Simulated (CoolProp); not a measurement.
Vapour-liquid equilibrium of benzene (1) + toluene (2) at 136.55 °C; x and y are mole fractions of (1).

Values from CoolProp's multi-fluid Helmholtz-energy mixture model, Thol 2012 and Lemmon 2006; pair parameters Bell 2016.

**Question.** Give the bubble pressure and the first vapour's composition at x = 0.65, 0.8, 0.95. Is there an azeotrope?

**Answer.** x = 0.65: 3.528 bar, y = 0.791; x = 0.8: 3.892 bar, y = 0.890; x = 0.95: 4.260 bar, y = 0.975. No azeotrope shows between x = 0.05 and 0.95.

Pair parameters are fitted to limited data, so mixtures are less certain than the pure fluids.
